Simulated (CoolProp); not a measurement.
The fluid at 280.92 K and 11.2 MPa is throttled through a valve to 1.62 MPa with no heat exchange. The same conditions are run with several fluids, on thermodynamics alone (safety and materials aside).

Values from CoolProp's reference Helmholtz-energy equation of state of each fluid (dry air: Lemmon 2000; nitrogen: Span 2000; methane: Setzmann 1991; oxygen: Schmidt 1985; carbon monoxide: Lemmon 2006). Blends and air are pseudo-pure fits.

```
fluid            temperature change (K)  final density (kg/m³)
---------------  ----------------------  ---------------------
dry air                           -21.1                      ?
nitrogen                              ?                   21.1
methane                           -49.1                   14.4
oxygen                            -27.1                   25.1
carbon monoxide                       ?                      ?
```

### Question
What belongs in the gaps?

### Answer

- dry air, final density (kg/m³): 22.0
- nitrogen, temperature change (K): -19.5
- carbon monoxide, temperature change (K): -22.6
- carbon monoxide, final density (kg/m³): 21.4
